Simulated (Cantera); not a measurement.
Feed: 1 mol C, 22 mol H2, 7.2 mol N2, held at 1775 °C.

Equilibrium computed with Cantera from the NASA thermochemical tables; the gas is ideal and each condensed phase is pure. Candidate condensed phases: C, C6H6, C7H8, C8H18; 92 gas species. The ideal-gas law is rough above about 30 bar. Equilibrium is a limit: real reactors are often held back by kinetics, nucleation or transport.

x: gas mole fraction; n: condensed amount in mol.

```
P (Pa)     x H2   x N2       x H     x CH4    x HCN  n C(graphite)
--------  -----  -----  --------  --------  -------  -------------
10        0.598  0.222     0.173   1.34e-8  0.00646          0.739
46        0.674  0.232    0.0857   7.83e-8  0.00702          0.729
220       0.713  0.238    0.0403   4.20e-7  0.00730          0.724
1000      0.732  0.240    0.0192   2.01e-6  0.00744          0.722
4600      0.741  0.241         ?         ?  0.00750          0.720
22000     0.745  0.242   0.00412   4.58e-5  0.00753          0.719
100000    0.747  0.242         ?         ?  0.00754          0.713
460000    0.747  0.243  0.000902  0.000961  0.00755          0.691
2200000   0.742  0.244  0.000411   0.00454  0.00754          0.583
10000000  0.723  0.247  0.000190    0.0196  0.00750          0.143
```

Problem. Some entries are withheld; supply them.

Solution. 
- 100000, x H: 0.00193
- 100000, x CH4: 0.000209
- 4600, x H: 0.00899
- 4600, x CH4: 9.46e-6
